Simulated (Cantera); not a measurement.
A perfectly stirred reactor is fed with CH₄ : O₂ : N₂ = 1 : 3.12 : 11.8 (molar parts), equivalence ratio 0.64, at 0.280 bar; it is adiabatic with a 575 K inlet, and is followed from long to short residence time, starting on the burning branch (τ in s: 0.48, 0.18, 0.066, 0.025, 0.0092, 0.0035, 0.0013, 0.00048, 0.00018, 6.7e-05, 2.5e-05, 9.4e-06).

Detailed kinetics in Cantera: GRI-Mech 3.0 (53 species, 325 reactions).

Task: What does this change do: pressure from 0.280 bar to 20.0 bar?

Result: 
```csv
quantity,before,after
"blow-out, bracketed by the residence times tried","burning at 0.480 ms, out at 0.180 ms","burning at 0.180 ms, out at 67.0 µs"
x(CH₄) at τ = 0.480 s,3.27e-6,2.45e-7
x(O₂) at τ = 0.480 s,0.0699,0.0698
x(H) at τ = 0.480 s,7.51e-5,1.18e-6
x(CH₂CO) at τ = 0.480 s,5.57e-11,3.09e-12
x(NO) at τ = 0.480 s,0.000186,0.000845
x(CH₄) at τ = 1.30 ms,0.000239,5.61e-5
x(O₂) at τ = 1.30 ms,0.0751,0.0707
x(H) at τ = 1.30 ms,0.00563,8.28e-6
x(CH₂CO) at τ = 1.30 ms,2.76e-8,6.05e-8
x(NO) at τ = 1.30 ms,1.01e-5,1.27e-5
```
The pressure lies above the range GRI-Mech 3.0 was tuned for (to about 10 atm).
